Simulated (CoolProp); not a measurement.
Saturation properties of CH2F2 (R32) (Tc = 351.3 K, pc = 5.783 MPa, ω = 0.277).

Values from CoolProp's reference Helmholtz-energy equation of state, Tillner-Roth 1997.

```tsv
T (K)	p (MPa)	vapour Z	surface tension (mN/m)	liquid viscosity (µPa s)	vapour viscosity (µPa s)
270.1	0.7366	0.8527	11.5	158	12.2
273.2	0.8144	0.8430	11.0	152	12.3
276.3	0.8983	0.8329	10.4	147	12.5
279.4	0.9887	0.8224	9.90	141	12.7
282.5	1.086	0.8114	9.37	136	12.8
285.6	1.190	0.8000	8.84	131	13.0
288.7	1.301	0.7882	8.33	126	13.2
291.8	1.420	0.7759	7.81	121	13.4
294.9	1.547	0.7631	7.31	116	13.6
298	1.683	0.7497	6.81	112	13.8
301	1.822	0.7363	6.34	108	14.0
304.1	1.975	0.7218	5.85	104	14.2
307.2	2.138	0.7067	5.38	99.5	14.4
310.3	2.311	0.6910	4.91	95.5	14.6
313.4	2.493	0.6745	4.45	91.7	14.9
```

It boils at 221.5 K under 1 atm.

Viscosity comes from a separate model (Bell 2016), an estimate that may be off by 10 % or more. Surface tension comes from a separate correlation (Mulero 2012).
